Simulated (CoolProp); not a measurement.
A Linde-Hampson liquefier for carbon monoxide: isothermal reversible compression at 300 K from 1 atm to 25 MPa, throttling to 1 atm, return gas leaving the recuperator 10 K below the feed. Each further row changes one setting.

Model: reference Helmholtz-energy equation of state, Lemmon 2006, in CoolProp. It is a short technical equation, of lower accuracy than the large ones.

```
case                        liquid yield per pass  compression work (kJ/kg of gas)
--------------------------  ---------------------  -------------------------------
as stated                                   0.073                              491
high pressure 50 MPa                        0.080                              565
warm-end temperature 330 K                  0.050                              544
warm-end gap 15 K                           0.062                              491
```
